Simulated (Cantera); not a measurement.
A closed system holds: 1 mol SiH4, 7.4 mol NH3, 2 mol N2, held at 900 K and 1.33 mbar.

Cantera equilibrium calculation (NASA polynomials, part measured and part estimated; ideal gas, pure solids and liquids). Candidate condensed phases: Si, Si3N4; 18 gas species. Kinetics and transport are ignored.

Base state: H2 0.722, N2 0.278 (mole fractions); condensed: Si3N4(s).

What changes in the equilibrium state with this change: SiH4 replaced by Si2Cl6?


| species | before | after |
|---|---|---|
| H2 | 0.722 | 0.451 |
| HCl | 0 | 0.303 |
| N2 | 0.278 | 0.241 |
| SiCl4 | 0 | 0.00558 |
| SiHCl3 | 0 | 2.36e-5 |
| Si3N4(s), mol | 0.333 | 0.632 |
The feed counts by its element totals alone. Further candidate phases: NH4Cl.
